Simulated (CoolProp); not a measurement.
Vapour-liquid equilibrium of R114 (1) + n-pentane (2) at 0.124 MPa; x and y are mole fractions of (1).

Computed with CoolProp (multi-fluid Helmholtz-energy mixture model, Platzer 1990 and Thol 2019; pair parameters Bell 2016). This equation is an older, rougher fit; its heat capacities, sound speeds and derivatives of the liquid may be far off and weren't checked against measurements.

```csv
x,bubble temperature (°C),y at the bubble point,dew temperature at overall composition x (°C),liquid density (mol/L)
0.05,37.1,[?],40.8,8.425
0.15,[?],0.430,38.2,8.508
0.25,24.3,[?],35.3,8.563
0.35,20.6,0.666,32.2,8.600
0.45,[?],0.733,[?],8.629
0.55,15.6,0.786,[?],8.653
0.65,13.8,0.832,21.2,8.677
0.75,12.2,0.875,17.1,8.703
0.85,10.8,0.920,13.1,8.733
0.95,9.6,0.971,10.1,8.770
```

### Question
Fill in the missing entries.

### Answer

- 0.05, y at the bubble point: 0.188
- 0.15, bubble temperature (°C): 29.5
- 0.25, y at the bubble point: 0.573
- 0.45, bubble temperature (°C): 17.8
- 0.45, dew temperature at overall composition x (°C): 28.8
- 0.55, dew temperature at overall composition x (°C): 25.2

No azeotrope shows between x = 0.05 and 0.95.

Pair parameters are fitted to limited data, so mixtures are less certain than the pure fluids.
